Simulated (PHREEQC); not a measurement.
# Brine: speciation

Make-up at 25 °C: 0.74 mol/kgw HCl and 0.052 mol/kgw Na2SO4. Closed to the air; pH follows from the charge balance.

The numbers come from PHREEQC with the Pitzer model, pitzer.dat.

This is a speciation only: nothing precipitates in the calculation.

Task: Estimate the pH, ionic strength, activity of water.

Result: pH 0.17; ionic strength 0.815 mol/kgw; activity of water 0.972.

Task: In which forms is S present?

Result: HSO4- 78 %, SO4-2 22 % of the S.

Complexes and solids missing from the database can't appear.
